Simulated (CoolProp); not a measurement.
Model: reference Helmholtz-energy equation of state, Akasaka 2023, in CoolProp.

Task: For R1336mzz(E), give the phase and the Joule-Thomson coefficient (K/MPa), fugacity coefficient at 24.65 °C and 3330 kPa.

Result: 
- 24.65 °C and 3330 kPa: liquid; Joule-Thomson coefficient -0.221, fugacity coefficient 0.0622
